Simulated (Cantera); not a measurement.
A closed system holds: 1 mol SiHCl₃, 12 mol H₂, at 1102 °C and 0.790 bar.

Cantera equilibrium calculation (NASA polynomials, part measured and part estimated; ideal gas, pure solids and liquids). Candidate condensed phases: Si; 19 gas species. The tables' values for SiCl₃ are old estimates; treat these amounts as uncertain. Rates play no part.

Base state: H₂ 0.876, HCl 0.0730, SiCl₂ 0.0175, SiCl₄ 0.0140, SiHCl₃ 0.0107, SiCl₃ 0.00731, SiH₂Cl₂ 0.00121, SiH₃Cl 3.94e-5 (mole fractions); condensed: Si(s).

What changes in the equilibrium state with this change: H₂ from 12 to 67 mol?


| species | before | after |
|---|---|---|
| H₂ | 0.876 | 0.963 |
| HCl | 0.0730 | 0.0316 |
| SiCl₂ | 0.0175 | 0.00298 |
| SiCl₄ | 0.0140 | 0.000405 |
| SiHCl₃ | 0.0107 | 0.000788 |
| SiCl₃ | 0.00731 | 0.000513 |
| SiH₂Cl₂ | 0.00121 | 0.000227 |
| Si(s), mol | 0.309 | 0.660 |
